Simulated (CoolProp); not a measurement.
Vapour-liquid equilibrium of cyclohexane (1) + n-nonane (2) at 0.72 MPa; x and y are mole fractions of (1).

Model: multi-fluid Helmholtz-energy mixture model, Zhou 2014 and Lemmon 2006; pair parameters Bell 2016, in CoolProp.

```tsv
x	bubble temperature, mixture model (K)	bubble temperature, Raoult's law (K)	y, mixture model	y, Raoult's law
0.05	511.4	510.0	0.118	0.161
0.2	495.3	491.4	0.405	0.494
0.35	481.3	476.7	0.611	0.691
0.5	468.9	464.7	0.759	0.815
0.65	457.8	454.7	0.864	0.896
0.8	447.9	446.2	0.937	0.951
0.95	439.3	439.0	0.987	0.990
```

The largest gap from Raoult's law is +4.6 K in bubble temperature, at x = 0.35. No azeotrope shows between x = 0.05 and 0.95.

The pair parameters rest on a limited set of measurements; away from them the model extrapolates.
